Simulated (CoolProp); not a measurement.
Vapour pressure (MPa) of octamethylcyclotetrasiloxane (D4): the reference equation beside estimates from Tc = 586.5 K, pc = 1.347 MPa, ω = 0.598.

The numbers come from the reference Helmholtz-energy equation of state, Thol 2015 in CoolProp.

| T (K) | reference | van der Waals | Peng-Robinson |
|---|---|---|---|
| 299.6 | 0.0001496 | 0.04322 | 0.0002016 |
| 315.9 | 0.0004582 | 0.06094 | 0.0005699 |
| 332.1 | 0.001211 | 0.08308 | 0.001417 |
| 348.4 | 0.002859 | 0.1104 | 0.003194 |
| 364.6 | 0.006079 | 0.1432 | 0.006560 |
| 380.8 | 0.01188 | 0.1819 | 0.01250 |
| 397.1 | 0.02168 | 0.2274 | 0.02240 |
| 413.3 | 0.03708 | 0.2794 | 0.03783 |
| 429.5 | 0.06018 | 0.3386 | 0.06090 |
| 445.8 | 0.09361 | 0.4059 | 0.09429 |
| 462 | 0.1397 | 0.4806 | 0.1404 |
| 478.3 | 0.2020 | 0.5641 | 0.2031 |
| 494.5 | 0.2833 | 0.6556 | 0.2852 |

Absolute difference from the reference over all 13 rows, mean and median: van der Waals 4550.2 and 948.9 %, Peng-Robinson 8.5 and 3.3 %.
